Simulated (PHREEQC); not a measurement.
Solution (25 °C): 0.025 mol H3BO3 and 0.0025 mol K2HPO4 per kg of water. Closed to the air; pH follows from the charge balance.

The numbers come from PHREEQC with the ion-association model, phreeqc.dat.

Each row changes one thing in this solution. This is a speciation only: nothing precipitates in the calculation.

| case | pH | ionic strength (mol/kgw) | HPO4-2 (mol/kgw) | H2PO4- (mol/kgw) | H2BO3- (mol/kgw) | KHPO4- (mol/kgw) |
|---|---|---|---|---|---|---|
| as made | 7.59 | 0.00687 | 0.00189 | 0.000601 | 0.000600 | 1.30e-5 |
| temperature from 25 to 5 °C | 7.71 | 0.00694 | 0.00195 | 0.000535 | 0.000535 | 1.35e-5 |
| temperature from 25 to 45 °C | 7.49 | 0.00681 | 0.00183 | 0.000663 | 0.000661 | 1.24e-5 |
| temperature from 25 to 50 °C | 7.46 | 0.00680 | 0.00181 | 0.000678 | 0.000676 | 1.23e-5 |
| 0.015 mol/kgw H2SO4 added | 1.79 | 0.0309 | 5.17e-9 | 0.000829 | 1.06e-9 | 2.55e-11 |

At this temperature some constants are extrapolated from 25 °C, and those without enthalpy data are left unchanged.
